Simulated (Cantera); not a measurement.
Input: 1 mol CH2F2, 0.029 mol HCl, 12 mol H2, held at 675 °C.

Equilibrium computed with Cantera from the NASA thermochemical tables; the gas is ideal and each condensed phase is pure. Candidate condensed phases: C, C6H6, C7H8, C8H18; 118 gas species. The numbers say what is thermodynamically allowed, not how fast it happens.

### Question
At 10.0 Pa, list the 4 most abundant gas species with their mole fractions, and the condensed phases.

### Answer
H2 0.855, HF 0.143, HCl 0.00207, CH4 1.25e-5. Condensed: C(graphite).
